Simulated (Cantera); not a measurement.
A perfectly stirred reactor is fed with CH4 : O2 : N2 = 1 : 4.26 : 16 (molar parts), at 39000 Pa; it is adiabatic with a 600 K inlet, and is followed from long to short residence time, starting on the burning branch (τ in s: 0.36, 0.14, 0.053, 0.02, 0.0078, 0.003, 0.0012, 0.00044, 0.00017, 6.6e-05, 2.5e-05, 9.7e-06, 3.7e-06).

Cantera simulation using GRI-Mech 3.0 (53 species, 325 reactions); the numbers are that mechanism's predictions, not measurements.

### Question
What does this change do: inlet temperature 600 to 475 K?

### Answer
```
quantity                                                                        before                                after
------------------------------------------------  ------------------------------------  -----------------------------------
blow-out, bracketed by the residence times tried  burning at 0.440 ms, out at 0.170 ms  burning at 1.20 ms, out at 0.440 ms
x(CH4) at τ = 0.360 s                                                          7.89e-6                              1.17e-5
x(O2) at τ = 0.360 s                                                             0.106                                0.106
x(NO2) at τ = 0.360 s                                                          1.00e-8                              6.69e-9
x(CO2) at τ = 0.360 s                                                           0.0468                               0.0468
x(NO) at τ = 0.360 s                                                           7.73e-6                              3.37e-6
x(CH4) at τ = 1.20 ms                                                         0.000410                             0.000766
x(O2) at τ = 1.20 ms                                                             0.110                                0.112
x(NO2) at τ = 1.20 ms                                                          1.00e-9                             6.76e-10
x(CO2) at τ = 1.20 ms                                                           0.0370                               0.0342
x(NO) at τ = 1.20 ms                                                           2.14e-6                              8.97e-7
```

### Question
What does this change do: 0.67 parts H2O added?

### Answer
```json
[
 {"quantity": "blow-out, bracketed by the residence times tried", "before": "burning at 0.440 ms, out at 0.170 ms", "after": "burning at 1.20 ms, out at 0.440 ms"},
 {"quantity": "x(CH4) at τ = 0.360 s", "before": "7.89e-6", "after": "8.89e-6"},
 {"quantity": "x(O2) at τ = 0.360 s", "before": "0.106", "after": "0.103"},
 {"quantity": "x(NO2) at τ = 0.360 s", "before": "1.00e-8", "after": "6.69e-9"},
 {"quantity": "x(CO2) at τ = 0.360 s", "before": "0.0468", "after": "0.0454"},
 {"quantity": "x(NO) at τ = 0.360 s", "before": "7.73e-6", "after": "4.37e-6"},
 {"quantity": "x(CH4) at τ = 1.20 ms", "before": "0.000410", "after": "0.000488"},
 {"quantity": "x(O2) at τ = 1.20 ms", "before": "0.110", "after": "0.107"},
 {"quantity": "x(NO2) at τ = 1.20 ms", "before": "1.00e-9", "after": "8.35e-10"},
 {"quantity": "x(CO2) at τ = 1.20 ms", "before": "0.0370", "after": "0.0356"},
 {"quantity": "x(NO) at τ = 1.20 ms", "before": "2.14e-6", "after": "1.46e-6"}
]
```

### Question
What does this change do: pressure from 39000 Pa to 1900000 Pa?

### Answer
```tsv
quantity	before	after
blow-out, bracketed by the residence times tried	burning at 0.440 ms, out at 0.170 ms	burning at 1.20 ms, out at 0.440 ms
x(CH4) at τ = 0.360 s	7.89e-6	1.83e-6
x(O2) at τ = 0.360 s	0.106	0.106
x(NO2) at τ = 0.360 s	1.00e-8	7.49e-8
x(CO2) at τ = 0.360 s	0.0468	0.0470
x(NO) at τ = 0.360 s	7.73e-6	6.23e-6
x(CH4) at τ = 1.20 ms	0.000410	0.000378
x(O2) at τ = 1.20 ms	0.110	0.109
x(NO2) at τ = 1.20 ms	1.00e-9	7.50e-8
x(CO2) at τ = 1.20 ms	0.0370	0.0427
x(NO) at τ = 1.20 ms	2.14e-6	5.35e-7
```
The pressure lies above the range GRI-Mech 3.0 was tuned for (to about 10 atm).
